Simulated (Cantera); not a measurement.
**Low-pressure radical oxidation in H2/O2**

An isothermal, constant-pressure homogeneous reactor starts with H2 : O2 : N2 = 0.051 : 1 : 2.1 (molar parts), equivalence ratio 0.025, at 1448 K and 10.00 Torr.

Detailed kinetics in Cantera: GRI-Mech 3.0 (53 species, 325 reactions). Radical loss at walls, strong at low pressure, is not modelled.

| t (s) | x H2 | x O2 | x NO | x H2O | x N2O | x H2O2 |
|---|---|---|---|---|---|---|
| 0.000800 | 0.0162 | 0.317 | <1e-12 | 1.33e-6 | <1e-12 | 4.08e-10 |
| 0.00186 | 0.0160 | 0.317 | 1.70e-12 | 0.000157 | 5.48e-12 | 1.42e-9 |
| 0.00433 | 0.000498 | 0.304 | 6.51e-9 | 0.0135 | 2.01e-9 | 1.51e-8 |
| 0.0101 | 0.000263 | 0.303 | 3.52e-8 | 0.0140 | 7.82e-9 | 1.18e-8 |
| 0.0234 | 0.000254 | 0.304 | 1.00e-7 | 0.0141 | 1.12e-8 | 1.17e-8 |
| 0.0544 | 0.000236 | 0.304 | 2.35e-7 | 0.0143 | 1.20e-8 | 1.15e-8 |
| 0.126 | 0.000199 | 0.305 | 4.73e-7 | 0.0146 | 1.27e-8 | 1.09e-8 |
| 0.294 | 0.000138 | 0.307 | 7.95e-7 | 0.0150 | 1.42e-8 | 9.54e-9 |
| 0.684 | 6.96e-5 | 0.310 | 1.09e-6 | 0.0156 | 1.70e-8 | 7.08e-9 |
| 1.59 | 2.40e-5 | 0.311 | 1.30e-6 | 0.0159 | 2.08e-8 | 4.05e-9 |
| 3.70 | 6.40e-6 | 0.312 | 1.43e-6 | 0.0161 | 2.30e-8 | 1.78e-9 |
| 8.60 | 1.64e-6 | 0.312 | 1.50e-6 | 0.0162 | 2.00e-8 | 6.67e-10 |
| 20.0 | 4.96e-7 | 0.312 | 1.54e-6 | 0.0163 | 1.21e-8 | 2.68e-10 |
x: mole fraction; the columns are a selection and need not sum to one.

Equilibrium at this temperature and pressure: H2 2.34e-7, O2 0.311, NO 0.00106, H2O 0.0163, N2O 7.06e-9, H2O2 1.60e-10 (gas phase only).
